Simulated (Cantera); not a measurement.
An isothermal, constant-pressure homogeneous reactor starts with 73.5 % N2O, 26.5 % N2, at 1175 K and 315 Torr.

Model: GRI-Mech 3.0 (53 species, 325 reactions), integrated in Cantera. GRI-Mech 3.0 was tuned for natural gas; its chemistry of N2O as a main component is partial and can be far from experiment. The mechanism lacks the step 2 NO + O2 → 2 NO2, which can matter for NO2 below about 1400 K. The temperature is held fixed by assumption; the heat of reaction is taken as removed at once.

x: mole fraction; the columns are a selection and need not sum to one.

```json
[
 {"t (s)": "4.00e-6", "x N2O": "0.735", "x O2": "1.86e-8", "x N2": "0.265", "x NO2": "<1e-12", "x O": "___"},
 {"t (s)": "1.35e-5", "x N2O": "0.735", "x O2": "1.84e-7", "x N2": "0.265", "x NO2": "<1e-12", "x O": "___"},
 {"t (s)": "4.56e-5", "x N2O": "0.735", "x O2": "1.40e-6", "x N2": "0.265", "x NO2": "<1e-12", "x O": "___"},
 {"t (s)": "0.000154", "x N2O": "0.735", "x O2": "6.89e-6", "x N2": "0.265", "x NO2": "1.06e-11", "x O": "1.20e-6"},
 {"t (s)": "0.000520", "x N2O": "0.735", "x O2": "2.58e-5", "x N2": "0.265", "x NO2": "1.49e-10", "x O": "1.20e-6"},
 {"t (s)": "0.00175", "x N2O": "0.735", "x O2": "8.98e-5", "x N2": "0.265", "x NO2": "1.78e-9", "x O": "1.20e-6"},
 {"t (s)": "0.00592", "x N2O": "0.734", "x O2": "0.000306", "x N2": "0.265", "x NO2": "2.00e-8", "x O": "1.20e-6"},
 {"t (s)": "0.0200", "x N2O": "0.732", "x O2": "0.00103", "x N2": "0.267", "x NO2": "2.07e-7", "x O": "1.20e-6"},
 {"t (s)": "0.0675", "x N2O": "0.725", "x O2": "0.00346", "x N2": "0.271", "x NO2": "1.73e-6", "x O": "1.20e-6"},
 {"t (s)": "0.228", "x N2O": "0.701", "x O2": "0.0114", "x N2": "0.285", "x NO2": "9.50e-6", "x O": "1.19e-6"},
 {"t (s)": "0.770", "x N2O": "0.627", "x O2": "0.0358", "x N2": "0.330", "x NO2": "3.47e-5", "x O": "1.16e-6"},
 {"t (s)": "2.60", "x N2O": "0.443", "x O2": "0.0969", "x N2": "0.440", "x NO2": "9.65e-5", "x O": "1.07e-6"},
 {"t (s)": "8.77", "x N2O": "0.169", "x O2": "0.189", "x N2": "0.606", "x NO2": "0.000182", "x O": "___"},
 {"t (s)": "29.6", "x N2O": "0.0182", "x O2": "0.241", "x N2": "0.699", "x NO2": "0.000233", "x O": "___"},
 {"t (s)": "100", "x N2O": "6.36e-5", "x O2": "0.248", "x N2": "0.711", "x NO2": "0.000532", "x O": "___"}
]
```

Q: Some entries are withheld; supply them.

A: 
- 4.00e-6, x O: 2.08e-7
- 1.35e-5, x O: 5.70e-7
- 4.56e-5, x O: 1.06e-6
- 8.77, x O: 7.51e-7
- 29.6, x O: 1.66e-7
- 100, x O: 1.18e-8
